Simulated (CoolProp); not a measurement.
Properties of methane at several states (Tc = 190.6 K, pc = 45.99 bar, ω = 0.011).

Model: reference Helmholtz-energy equation of state, Setzmann 1991, in CoolProp.

| T (K) | p (bar) | phase | cp (kJ/(kg K)) | cv (kJ/(kg K)) | expansivity (1/kK) |
|---|---|---|---|---|---|
| 546.7 | 0.125 | gas | 3.075 | 2.556 | 1.829 |
| 239.3 | 2.34 | gas | 2.146 | 1.609 | 4.294 |
| 271.7 | 38.8 | gas | 2.526 | 1.708 | 5.095 |
| 285.6 | 0.66 | gas | 2.202 | 1.681 | 3.518 |
| 104.9 | 210 | liquid | 3.303 | 2.140 | 2.651 |
